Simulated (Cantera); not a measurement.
A perfectly stirred reactor is fed with 2.22 % CH₄, 1.40 % C₂H₆, 19.0 % O₂, 71.6 % N₂, 5.76 % H₂O, at 0.380 bar; it is adiabatic with a 550 K inlet, and is followed from long to short residence time, starting on the burning branch (τ in s: 0.18, 0.082, 0.038, 0.017, 0.0079, 0.0036, 0.0016, 0.00075, 0.00034, 0.00016, 7.2e-05, 3.3e-05).

Model: GRI-Mech 3.0 (53 species, 325 reactions), integrated in Cantera.

x: mole fraction; the columns are a selection and need not sum to one.

```tsv
τ (s)	T (K)	x CH₄	x C₂H₆	x O₂	x CH₂CO	x C₂H	x HO₂
0.18	1594	6.78e-6	1.11e-6	0.0962	1.71e-6	3.65e-10	2.07e-6
0.082	1589	1.12e-5	1.85e-6	0.0962	2.60e-6	5.21e-10	3.25e-6
0.038	1582	1.85e-5	3.05e-6	0.0963	3.75e-6	6.85e-10	4.96e-6
0.017	1570	[?]	[?]	0.0965	[?]	8.33e-10	[?]
0.0079	1553	5.51e-5	8.84e-6	0.0969	7.05e-6	9.15e-10	1.10e-5
0.0036	1526	0.000102	1.60e-5	0.0979	9.58e-6	9.21e-10	1.60e-5
0.0016	1483	0.000218	3.32e-5	0.100	1.42e-5	8.72e-10	2.43e-5
0.00075	1405	[?]	[?]	0.106	[?]	8.56e-10	[?]
0.00034	550	0.0222	0.0140	0.190	<1e-12	<1e-12	<1e-12
0.00016	550	0.0222	0.0140	0.190	<1e-12	<1e-12	<1e-12
7.2e-5	550	0.0222	0.0140	0.190	<1e-12	<1e-12	<1e-12
3.3e-5	550	0.0222	0.0140	0.190	<1e-12	<1e-12	<1e-12
```

### Question
Complete the blanks.

### Answer

- 0.017, x CH₄: 3.19e-5
- 0.017, x C₂H₆: 5.19e-6
- 0.017, x CH₂CO: 5.25e-6
- 0.017, x HO₂: 7.53e-6
- 0.00075, x CH₄: 0.000657
- 0.00075, x C₂H₆: 9.78e-5
- 0.00075, x CH₂CO: 2.86e-5
- 0.00075, x HO₂: 4.60e-5
